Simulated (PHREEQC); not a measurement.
A column of 1 m (30 cells, dispersivity 0.05 m, 300 s a shift, diffusion coefficient 3e-10 m²/s) holds 0.0058 eq of the database's cation exchanger X per kg of pore water, first in equilibrium with 0.0022 mol ZnSO4, 0.00091 mol MnCl2 and 1e-05 mol HCl per kg of water. It is flushed with 0.005 mol CdCl2, 0.0037 mol KCl and 1e-05 mol HCl per kg of water, at 40 °C. Values are for the last cell. The system is closed to CO2. No solid was allowed to form.

Computed with PHREEQC (ion-association model, phreeqc.dat).

Task: Predict Cd in solution (mol/kgw), K in solution (mol/kgw), S in solution (mol/kgw), Mn in solution (mol/kgw) at pore volumes = 1.317, 2.217.

Result: 
```tsv
pore volumes	Cd in solution (mol/kgw)	K in solution (mol/kgw)	S in solution (mol/kgw)	Mn in solution (mol/kgw)
1.317	0.00224	0.00258	0.000329	0.000569
2.217	0.00445	0.00362	6.34e-6	6.19e-5
```

Constants without temperature data keep their 25 °C values here.
